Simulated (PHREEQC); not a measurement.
Solution (82 °C): 0.67 mol HCl, 0.0043 mol Al2(SO4)3 and 0.00081 mol MgSO4 per kg of water. Closed to the air; pH follows from the charge balance.

All values are PHREEQC results (ion-association model, wateq4f.dat), not measurements.

```json
[
 {"quantity": "pH", "before": "0.32", "after": "0.31"},
 {"quantity": "ionic strength (mol/kgw)", "before": "0.710", "after": "0.672"},
 {"quantity": "HSO4- (mol/kgw)", "before": "0.0132", "after": "0.000794"},
 {"quantity": "SO4-2 (mol/kgw)", "before": "0.000267", "after": "1.55e-5"}
]
```

Question: What was changed between the two runs?
A. diluted 5-fold with water
B. Al2(SO4)3 from 0.0043 to 0.00645 mol/kgw
C. MgSO4 replaced by CdSO4 at the same molality
D. Al2(SO4)3 left out
E. HCl from 0.67 to 0.067 mol/kgw

Answer: D, Al2(SO4)3 left out

This is a speciation only: nothing precipitates in the calculation. The ionic strength passes 0.7 mol/kgw, the rough limit of the ion-association models, in before. Constants without temperature data keep their 25 °C values here.
